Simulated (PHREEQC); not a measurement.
A column of 0.2 m (30 cells, dispersivity 0.016 m, 3600 s a shift, diffusion coefficient 3e-10 m²/s) holds 0.2 eq of the database's cation exchanger X per kg of pore water, first in equilibrium with 38 mmol/kgw Na2SO4, 45 mmol/kgw KBr and 0.01 mmol/kgw HCl. It is flushed with 73 mmol/kgw LiCl and 0.01 mmol/kgw HCl, at 40 °C. Values are for the last cell. No CO2 enters from the air. Precipitation was switched off in this run.

Base run: PHREEQC, ion-association model, phreeqc.dat. Each further column changes one thing. The table gives Li in solution (mol/kgw).

| pore volumes | base | exchange capacity from 0.2 to 0.1 eq/kgw | dispersivity from 0.016 to 0.032 m |
|---|---|---|---|
| 0 | 0 | 0 | 0 |
| 1.083 | 0.00674 | 0.0168 | [?] |
| 2.417 | 0.0372 | [?] | 0.0391 |
| 3.483 | 0.0510 | 0.0613 | [?] |
| 4.55 | 0.0577 | 0.0655 | 0.0573 |
| 5.617 | 0.0615 | [?] | 0.0612 |
| 6.95 | 0.0643 | [?] | [?] |
| 8.017 | 0.0659 | 0.0706 | [?] |

### Question
Complete the blanks.

### Answer

- 1.083, dispersivity from 0.016 to 0.032 m: 0.0126
- 2.417, exchange capacity from 0.2 to 0.1 eq/kgw: 0.0515
- 3.483, dispersivity from 0.016 to 0.032 m: 0.0508
- 5.617, exchange capacity from 0.2 to 0.1 eq/kgw: 0.0678
- 6.95, exchange capacity from 0.2 to 0.1 eq/kgw: 0.0696
- 6.95, dispersivity from 0.016 to 0.032 m: 0.0642
- 8.017, dispersivity from 0.016 to 0.032 m: 0.0658

Away from 25 °C the constants follow the database's enthalpies or fits; those with neither stay at their 25 °C values.
